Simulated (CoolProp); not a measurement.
Vapour-liquid equilibrium of R125 (1) + propane (2) at 8.51 bar; x and y are mole fractions of (1).

Computed with CoolProp (multi-fluid Helmholtz-energy mixture model, Lemmon 2005 and Lemmon 2009; pair parameters Bell 2016).

```tsv
x	bubble temperature, mixture model (°C)	bubble temperature, Raoult's law (°C)	y, mixture model	y, Raoult's law
0.05	?	19.8	?	0.070
0.2	?	17.5	?	0.264
0.35	?	15.4	0.504	0.436
0.5	?	13.4	0.569	0.589
0.65	1.1	11.6	0.633	0.726
0.8	?	9.9	0.727	0.851
0.95	5.6	8.3	0.904	0.964
```

**Question.** What belongs in the gaps?

**Answer.** 
- 0.05, bubble temperature, mixture model (°C): 14.8
- 0.05, y, mixture model: 0.162
- 0.2, bubble temperature, mixture model (°C): 5.8
- 0.2, y, mixture model: 0.403
- 0.35, bubble temperature, mixture model (°C): 2.6
- 0.5, bubble temperature, mixture model (°C): 1.4
- 0.8, bubble temperature, mixture model (°C): 2.1

The largest gap from Raoult's law is -12.8 K in bubble temperature, at x = 0.35. y crosses x between x = 0.5 and 0.65: the model has an azeotrope there.

The pair parameters rest on a limited set of measurements; away from them the model extrapolates.
